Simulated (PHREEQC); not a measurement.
Model water analysis in mg/L, 30 °C, pH 2.88, pe 10.5: Na 73.4; K 1.45; Ca 84.4; Mg 0.646; Cl 71.9; S(6) as SO4 384; Br 0.102.

Valence states are taken as typed.

Equilibrium calculation in PHREEQC: ion-association model, wateq4f.dat.

**Question.** The ionic strength comes out as 0.0133 mol/kgw. What activity coefficients do HSO4-, Ca+2, Mg+2, CaHSO4+, K+ get?

**Answer.** HSO4- 0.89, Ca+2 0.64, Mg+2 0.64, CaHSO4+ 0.89, K+ 0.89.

No solid was allowed to form. Species that the database lacks are ignored.
